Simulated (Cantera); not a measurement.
# Al + NH₃ + N₂ (aluminium nitride and oxide growth)

Charge: 1 mol Al, 5.3 mol NH₃, a varied amount of N₂, at 2198.15 K and 0.133 bar.

Cantera equilibrium calculation (NASA polynomials, part measured and part estimated; ideal gas, pure solids and liquids). Candidate condensed phases: Al, AlN; 13 gas species. Equilibrium is a limit: real reactors are often held back by kinetics, nucleation or transport.

From 88 mol N₂ to 520 mol N₂ nothing is condensed. The main Al-bearing gas is Al throughout.

| n(N₂) (mol) | x N₂ | x H₂ | x Al | x H | x AlH | x Al₂ | x NH₃ | x N |
|---|---|---|---|---|---|---|---|---|
| 88 | 0.908 | 0.0774 | 0.00983 | 0.00425 | 0.000188 | 1.54e-6 | 4.08e-8 | 3.18e-8 |
| 100 | 0.918 | 0.0690 | 0.00878 | 0.00401 | 0.000159 | 1.23e-6 | 3.45e-8 | 3.20e-8 |
| 120 | 0.930 | 0.0584 | 0.00746 | 0.00369 | 0.000124 | 8.84e-7 | 2.70e-8 | 3.22e-8 |
| 140 | 0.939 | 0.0506 | 0.00648 | 0.00343 | 0.000100 | 6.68e-7 | 2.19e-8 | 3.24e-8 |
| 170 | 0.949 | 0.0421 | 0.00542 | 0.00313 | 7.65e-5 | 4.67e-7 | 1.67e-8 | 3.25e-8 |
| 200 | 0.956 | 0.0360 | 0.00466 | 0.00290 | 6.08e-5 | 3.45e-7 | 1.33e-8 | 3.26e-8 |
| 230 | 0.962 | 0.0315 | 0.00408 | 0.00271 | 4.98e-5 | 2.65e-7 | 1.09e-8 | 3.27e-8 |
| 270 | 0.967 | 0.0269 | 0.00351 | 0.00250 | 3.96e-5 | 1.95e-7 | 8.62e-9 | 3.28e-8 |
| 320 | 0.972 | 0.0228 | 0.00298 | 0.00230 | 3.09e-5 | 1.41e-7 | 6.73e-9 | 3.29e-8 |
| 380 | 0.976 | 0.0192 | 0.00253 | 0.00212 | 2.41e-5 | 1.01e-7 | 5.22e-9 | 3.30e-8 |
| 440 | 0.979 | 0.0166 | 0.00219 | 0.00197 | 1.94e-5 | 7.64e-8 | 4.20e-9 | 3.30e-8 |
| 520 | 0.982 | 0.0140 | 0.00186 | 0.00181 | 1.52e-5 | 5.52e-8 | 3.27e-9 | 3.31e-8 |
x: gas mole fraction; nothing condenses.
